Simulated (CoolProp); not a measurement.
Model: reference Helmholtz-energy equation of state, Thol 2019, in CoolProp.

Question: For dodecamethylpentasiloxane (MD3M), give the phase and the cp (kJ/(kg K)), speed of sound (m/s), Joule-Thomson coefficient (K/MPa), fugacity coefficient at 103.65 °C and 0.0151 MPa; 103.65 °C and 0.405 MPa.

Answer: 
- 103.65 °C and 0.0151 MPa: liquid; cp 1.89, speed of sound 708, Joule-Thomson coefficient -0.352, fugacity coefficient 0.0926
- 103.65 °C and 0.405 MPa: liquid; cp 1.89, speed of sound 713, Joule-Thomson coefficient -0.354, fugacity coefficient 0.00367
